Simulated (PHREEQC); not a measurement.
Synthetic water in mg/L, 25 °C, pH 7.7, pe 11.4: Na 30.4; K 33.8; Ca 4.06; Mg 21.8; Cl 46.6; S(6) as SO4 0.0962; Alkalinity as HCO3 175; Cd 1.81; Sr 1.18; Pb 0.368; Ni 1.11; Cu(2) 0.268.

Valence states are taken as typed.

All values are PHREEQC results (ion-association model, wateq4f.dat), not measurements.

This is a speciation only: nothing precipitates in the calculation.

**Question.** Predict the charge-balance error.

**Answer.** charge-balance error 1.3 %.

**Question.** In which forms is Ca present?

**Answer.** Ca+2 97 %, CaHCO3+ 2.5 %, CaCO3 0.7 % of the Ca.

Examples of supersaturated solids here: Otavite, Malachite. Others may be too. The database's constant for dissolved Cu(OH)2 is higher than later reviews accept. The database's nickel carbonate constants are estimates that later reviews lower a good deal.
